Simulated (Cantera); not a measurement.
A closed system holds: 1 mol Si3N4, 0.092 mol H2O, 2.4 mol H2, equilibrated at 0.590 Pa.

These are equilibrium values from Cantera (NASA tables, ideal gas, pure condensed phases), not measurements of a reactor. Candidate condensed phases: H2O, Si, SiO2, Si2N2O, Si3N4; 35 gas species. Mutual solubility and eutectic melting of coexisting phases are not modelled. The tables' values for SiN are old estimates; treat these amounts as uncertain. Equilibrium is a limit: real reactors are often held back by kinetics, nucleation or transport.

x: gas mole fraction; n: condensed amount in mol.

```json
[
 {"T (K)": "1125", "x H2": "0.988", "x N2": "0.0122", "x Si": "1.23e-9", "x H": "1.82e-5", "x SiO": "2.28e-7", "x Si2": "<1e-12", "x SiH": "7.41e-11", "n Si2N2O(s)": "0.0920", "n Si3N4(s)": "0.939", "n Si(s)": "0", "n Si(l)": "0"},
 {"T (K)": "1225", "x H2": "0.988", "x N2": "0.0122", "x Si": "5.25e-7", "x H": "0.000128", "x SiO": "3.72e-5", "x Si2": "(withheld)", "x SiH": "1.63e-8", "n Si2N2O(s)": "0.0919", "n Si3N4(s)": "0.939", "n Si(s)": "0", "n Si(l)": "0"},
 {"T (K)": "1325", "x H2": "0.837", "x N2": "0.161", "x Si": "1.60e-5", "x H": "0.000616", "x SiO": "0.00117", "x Si2": "(withheld)", "x SiH": "2.58e-7", "n Si2N2O(s)": "0.0885", "n Si3N4(s)": "0.716", "n Si(s)": "0.671", "n Si(l)": "0"},
 {"T (K)": "1425", "x H2": "0.542", "x N2": "0.436", "x Si": "0.000273", "x H": "0.00207", "x SiO": "0.0200", "x Si2": "(withheld)", "x SiH": "2.17e-6", "n Si2N2O(s)": "0", "n Si3N4(s)": "0", "n Si(s)": "2.91", "n Si(l)": "0"},
 {"T (K)": "1525", "x H2": "0.536", "x N2": "0.433", "x Si": "0.00320", "x H": "0.00713", "x SiO": "0.0199", "x Si2": "(withheld)", "x SiH": "1.65e-5", "n Si2N2O(s)": "0", "n Si3N4(s)": "0", "n Si(s)": "2.89", "n Si(l)": "0"},
 {"T (K)": "1625", "x H2": "0.512", "x N2": "0.420", "x Si": "0.0276", "x H": "0.0208", "x SiO": "0.0193", "x Si2": "(withheld)", "x SiH": "9.57e-5", "n Si2N2O(s)": "0", "n Si3N4(s)": "0", "n Si(s)": "2.77", "n Si(l)": "0"},
 {"T (K)": "1725", "x H2": "0.411", "x N2": "0.350", "x Si": "0.172", "x H": "0.0490", "x SiO": "0.0161", "x Si2": "(withheld)", "x SiH": "0.000383", "n Si2N2O(s)": "0", "n Si3N4(s)": "0", "n Si(s)": "0", "n Si(l)": "1.91"},
 {"T (K)": "1825", "x H2": "0.270", "x N2": "0.255", "x Si": "0.367", "x H": "0.0942", "x SiO": "0.0117", "x Si2": "(withheld)", "x SiH": "0.000492", "n Si2N2O(s)": "0", "n Si3N4(s)": "0", "n Si(s)": "0", "n Si(l)": "0"},
 {"T (K)": "1925", "x H2": "0.212", "x N2": "0.243", "x Si": "0.352", "x H": "0.181", "x SiO": "0.0112", "x Si2": "(withheld)", "x SiH": "0.000320", "n Si2N2O(s)": "0", "n Si3N4(s)": "0", "n Si(s)": "0", "n Si(l)": "0"}
]
```

**Question.** What belongs in the gaps?

**Answer.** 
- 1225, x Si2: 5.36e-11
- 1325, x Si2: 4.94e-9
- 1425, x Si2: 1.98e-7
- 1525, x Si2: 4.88e-6
- 1625, x Si2: 8.02e-5
- 1725, x Si2: 0.000820
- 1825, x Si2: 0.00114
- 1925, x Si2: 0.000361
